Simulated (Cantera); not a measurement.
A closed system holds: 1 mol toluene, 3 mol H₂O, 1.1 mol H₂, held at 13.3 mbar.

Equilibrium computed with Cantera from the NASA thermochemical tables; the gas is ideal and each condensed phase is pure. Candidate condensed phases: C, C₆H₆, C₇H₈, C₈H₁₈, H₂O; 110 gas species. Kinetics and transport are ignored.

### Question
What share of the C ends up in condensed phases as a function of T (K), at 523, 598, 673, 748, 823, 898, 973, 1048, 1123, 1198?

### Answer
```tsv
T (K)	C condensed (%)	as
523	63.6	C(graphite)
598	72.0	C(graphite)
673	79.0	C(graphite)
748	75.0	C(graphite)
823	64.2	C(graphite)
898	58.6	C(graphite)
973	57.4	C(graphite)
1048	57.2	C(graphite)
1123	57.1	C(graphite)
1198	57.1	C(graphite)
```
